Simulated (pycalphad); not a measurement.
Computed with pycalphad from the COST 507 light-alloy database (1999), at 1 atm. The database dates from 1999; later assessments differ in places, in temperatures and in the compounds included. Phase fractions are per mole of atoms. Kinetics are ignored, which matters at the lower temperatures.

Problem. Give the equilibrium state of Mg-1.284Al-1.221Si (wt.%) at 450 K.

Solution. HCP_A3, fraction 0.968, with 1.3 Al, <0.01 Si wt.%; MG2SI, fraction 0.032, with no Al, 36.6 Si wt.%.

Problem. Give the equilibrium state of Mg-1.284Al-1.221Si (wt.%) at 350 K.

Solution. HCP_A3, fraction 0.956, with 0.76 Al, <0.01 Si wt.%; MG2SI, fraction 0.032, with no Al, 36.6 Si wt.%; ALMG_GAMMA, fraction 0.012, with 44.0 Al, no Si wt.%.

Database names, with the compositions (at.%) that they take in these runs: MG2SI: Mg 67 Si 33; ALMG_GAMMA: Mg 59 Al 41. HCP_A3 is hcp. An entry "none" or "no" means that the model of the phase leaves that element out.
